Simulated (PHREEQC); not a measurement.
Dissolve 0.0035 mol NH4HF2, 0.0013 mol H2SiF6, 0.051 mol HBF4 and 0.00014 mol H2SO4 per kg of water at 25 °C. It is in equilibrium with CO2 at log p = -2 (atm). Otherwise closed; pH follows from the charge balance.

Equilibrium calculation in PHREEQC: ion-association model, phreeqc.dat.

No solid was allowed to form.

Estimate the pH.

pH 1.38.

In which forms is F present?

BF4- 88 %, HF 6.1 %, SiF6-2 3.6 %, BF3OH- 1.8 % of the F.

SiF6-2 is the database's only silicon fluoride. Real BF4- forms and hydrolyses slowly; the run takes it at equilibrium.
